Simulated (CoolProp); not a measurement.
A simple Rankine cycle with cyclopentane: condensing at 333.15 K, boiler at 1.87 MPa, turbine inlet 455.5 K, turbine efficiency 0.75, pump efficiency 0.8, no recuperator. Each further row changes one setting.

Values from CoolProp's reference Helmholtz-energy equation of state, Gedanitz 2015.

```csv
case,thermal efficiency (%),net work (kJ/kg),heat in (kJ/kg),turbine exit temperature (K),volume ratio over the turbine
as stated,14.8,80.1,540,384.8,___
turbine inlet 475.5 K,14.8,___,586,408.4,14.1
condensing temperature 325.15 K,15.8,87.9,556,379.4,18.7
boiler pressure 1.31 MPa,13.2,74.0,558,399.5,9.47
turbine efficiency 0.65,___,69.0,540,___,14.9
```

What belongs in the gaps?


- as stated, volume ratio over the turbine: 14.7
- turbine inlet 475.5 K, net work (kJ/kg): 86.5
- turbine efficiency 0.65, thermal efficiency (%): 12.8
- turbine efficiency 0.65, turbine exit temperature (K): 391.5
